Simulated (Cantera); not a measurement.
**Moist CO burnout**

An isothermal, constant-pressure homogeneous reactor starts with 0.134 % CO, 0.783 % O₂, 3.63 % H₂O, 95.5 % N₂, at 1175 K and 100.0 Torr.

Computed with Cantera and GRI-Mech 3.0 (53 species, 325 reactions).

```json
[
 {"t (s)": "6.00e-5", "x CO": "0.00134", "x O₂": "0.00783", "x H₂O": "0.0363", "x HO₂": "<1e-12", "x NO": "<1e-12", "x H₂": "<1e-12"},
 {"t (s)": "0.000214", "x CO": "0.00134", "x O₂": "0.00783", "x H₂O": "0.0363", "x HO₂": "1.77e-12", "x NO": "<1e-12", "x H₂": "<1e-12"},
 {"t (s)": "0.000763", "x CO": "0.00134", "x O₂": "0.00783", "x H₂O": "0.0363", "x HO₂": "6.31e-12", "x NO": "<1e-12", "x H₂": "<1e-12"},
 {"t (s)": "0.00272", "x CO": "0.00134", "x O₂": "0.00783", "x H₂O": "0.0363", "x HO₂": "2.38e-11", "x NO": "<1e-12", "x H₂": "1.67e-11"},
 {"t (s)": "0.00971", "x CO": "0.00134", "x O₂": "0.00783", "x H₂O": "0.0363", "x HO₂": "1.77e-10", "x NO": "<1e-12", "x H₂": "9.54e-10"},
 {"t (s)": "0.0346", "x CO": "0.00132", "x O₂": "0.00782", "x H₂O": "0.0363", "x HO₂": "2.07e-7", "x NO": "<1e-12", "x H₂": "3.91e-6"},
 {"t (s)": "0.124", "x CO": "4.36e-5", "x O₂": "0.00720", "x H₂O": "0.0361", "x HO₂": "3.36e-7", "x NO": "9.99e-9", "x H₂": "9.85e-5"},
 {"t (s)": "0.441", "x CO": "8.71e-7", "x O₂": "0.00716", "x H₂O": "0.0363", "x HO₂": "4.65e-8", "x NO": "1.12e-8", "x H₂": "5.23e-6"},
 {"t (s)": "1.57", "x CO": "4.79e-8", "x O₂": "0.00716", "x H₂O": "0.0363", "x HO₂": "5.84e-9", "x NO": "1.13e-8", "x H₂": "5.69e-7"},
 {"t (s)": "5.61", "x CO": "6.17e-9", "x O₂": "0.00716", "x H₂O": "0.0363", "x HO₂": "1.16e-9", "x NO": "1.14e-8", "x H₂": "1.07e-7"},
 {"t (s)": "20.0", "x CO": "1.39e-9", "x O₂": "0.00716", "x H₂O": "0.0363", "x HO₂": "3.98e-10", "x NO": "1.15e-8", "x H₂": "2.74e-8"}
]
```
x: mole fraction; the columns are a selection and need not sum to one.

Equilibrium at this temperature and pressure: CO 4.17e-10, O₂ 0.00715, H₂O 0.0363, HO₂ 2.91e-10, NO 3.29e-5, H₂ 8.85e-9 (gas phase only).
